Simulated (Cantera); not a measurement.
An isothermal, constant-pressure homogeneous reactor starts with 12.3 % H₂, 87.7 % O₂, equivalence ratio 0.070, at 1375 K and 0.0260 bar.

Cantera simulation using GRI-Mech 3.0 (53 species, 325 reactions); the numbers are that mechanism's predictions, not measurements. Radical loss at walls, strong at low pressure, is not modelled. The temperature is held fixed by assumption; the heat of reaction is taken as removed at once.

x: mole fraction; the columns are a selection and need not sum to one.

```tsv
t (s)	x H₂	x O₂	x H₂O₂	x HO₂	x H
1.00e-5	0.123	0.877	1.29e-11	3.45e-8	2.73e-8
7.50e-5	0.123	0.877	7.02e-10	2.60e-7	6.40e-7
0.000562	0.00535	0.791	(withheld)	8.31e-6	0.0282
0.00422	0.00297	0.817	(withheld)	8.03e-6	0.0143
0.0316	0.000344	0.863	(withheld)	3.57e-6	0.000502
0.237	9.87e-6	0.869	(withheld)	2.58e-7	2.43e-6
1.78	6.19e-7	0.869	(withheld)	7.94e-8	3.87e-8
13.3	2.68e-7	0.869	1.86e-9	9.78e-8	1.11e-8
100	2.68e-7	0.869	1.86e-9	9.78e-8	1.11e-8
```

**Question.** Complete the blanks.

**Answer.** 
- 0.000562, x H₂O₂: 3.02e-7
- 0.00422, x H₂O₂: 2.73e-7
- 0.0316, x H₂O₂: 1.42e-7
- 0.237, x H₂O₂: 2.11e-8
- 1.78, x H₂O₂: 3.09e-9
